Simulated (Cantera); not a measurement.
A perfectly stirred reactor is fed with 3.70 % NH3, 96.3 % N2, at 1.00 bar; it is held at 1475 K, and followed from long to short residence time.

Computed with Cantera and the gas-phase N/H chemistry of the illustrative SiF4/NH3 mechanism in the Surface Chemkin manual (1991). Walls and surfaces, which speed up NH3 decomposition in real reactors, are not modelled.

Task: Predict: x(NH3) at τ = 3.60 s; x(NH2) at τ = 3.60 s; x(NH) at τ = 3.60 s; x(N) at τ = 3.60 s; x(H2) at τ = 3.60 s; x(NH3) at τ = 0.180 s; x(NH2) at τ = 0.180 s; x(NH) at τ = 0.180 s; x(H2) at τ = 0.180 s.

Result: 
```
Property                 Result
---------------------  --------
x(NH3) at τ = 3.60 s     0.0340
x(NH2) at τ = 3.60 s    7.35e-6
x(NH) at τ = 3.60 s     5.46e-8
x(N) at τ = 3.60 s      2.46e-9
x(H2) at τ = 3.60 s     0.00442
x(NH3) at τ = 0.180 s    0.0368
x(NH2) at τ = 0.180 s   9.29e-6
x(NH) at τ = 0.180 s    3.24e-8
x(H2) at τ = 0.180 s   0.000273
```
